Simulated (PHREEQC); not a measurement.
Alkaline etch or developer: speciation

A solution holds 29 mmol/kgw LiOH, 0.93 mmol/kgw Na2SiO3 and 0.13 mmol/kgw Na2CO3, at 25 °C. Closed to the air; pH follows from the charge balance.

The numbers come from PHREEQC with the ion-association model, phreeqc.dat.

Each row changes one thing in this solution. No solid was allowed to form.

```
case                                                     pH  ionic strength (mol/kgw)  NaCO3- (mol/kgw)  HCO3- (mol/kgw)
-----------------------------------------------  ----------  ------------------------  ----------------  ---------------
as made                                               12.39                    0.0314           2.66e-6          6.79e-7
Na2CO3 from 0.00013 to 0.0013 mol/kgw                 12.39                    0.0348           5.29e-5       (withheld)
Na2SiO3 replaced by Na2SO4 at the same molality  (withheld)                    0.0321           2.64e-6          6.95e-7
diluted 100-fold with water                      (withheld)                  0.000312          2.81e-10       (withheld)
```

Task: Complete the blanks.

Result: 
- Na2CO3 from 0.00013 to 0.0013 mol/kgw, HCO3- (mol/kgw): 6.57e-6
- Na2SiO3 replaced by Na2SO4 at the same molality, pH: 12.38
- diluted 100-fold with water, pH: 10.46
- diluted 100-fold with water, HCO3- (mol/kgw): 5.30e-7
